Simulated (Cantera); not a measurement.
**Catalytic combustion on Pt**

An isothermal plug-flow reactor at 750 K and 2400 Torr (inlet), inlet velocity 0.3 m/s, active area per volume 290 1/m; feed CO : O2 : N2 = 0.029 : 0.17 : 0.79 (molar parts).

Cantera simulation using Deutschmann's 1995 Pt surface mechanism with GRI-Mech 3.0 gas chemistry; the numbers are that mechanism's predictions, not measurements. Catalytic surfaces can have several steady states; this one follows from the mechanism file's or the stated starting coverage. Mass transfer to the wall is taken as infinitely fast.

```csv
z (m),x CO,x O2,x H2O,x CO2,θ free Pt,θ O*,θ CO*
0.00041,0.0276,0.171,<1e-12,0.00176,0.0391,0.0191,0.942
0.00073,0.0261,0.171,<1e-12,0.00325,0.0406,0.0207,0.939
0.0013,0.0232,0.169,<1e-12,0.00625,0.0445,0.0248,0.931
0.0023,0.0156,0.166,<1e-12,0.0139,0.0634,0.0520,0.885
0.0041,0.00731,0.163,<1e-12,0.0223,0.0173,0.980,0.00272
0.0073,0.00587,0.162,<1e-12,0.0238,0.0135,0.985,0.00133
0.013,0.00449,0.161,<1e-12,0.0252,0.0116,0.988,0.000743
0.023,0.00313,0.161,<1e-12,0.0266,0.0103,0.989,0.000410
0.041,0.00184,0.160,<1e-12,0.0279,0.00944,0.990,0.000202
```
x: gas mole fraction; θ: surface coverage.
